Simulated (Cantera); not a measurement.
Input: 1 mol Ti(OiPr)₄, 0.17 mol CH₄, 260 mol H₂, held at 18.0 Torr.

Equilibrium computed with Cantera from the NASA thermochemical tables; the gas is ideal and each condensed phase is pure. Candidate condensed phases: C, C₆H₆, C₇H₈, C₈H₁₈, H₂O, Ti, TiC, TiO, TiO₂, Ti₂O₃, Ti₃O₅, Ti₄O₇; 113 gas species. The feed counts by its element totals alone. TiC: taken at fixed stoichiometry. The numbers say what is thermodynamically allowed, not how fast it happens.

Task: At 2173 K, list the 4 most abundant gas species with their mole fractions, and the condensed phases.

Result: H₂ 0.953, H 0.0304, CO 0.0142, C₂H₂ (acetylene) 0.00210. Condensed: C(graphite) + TiC(s).
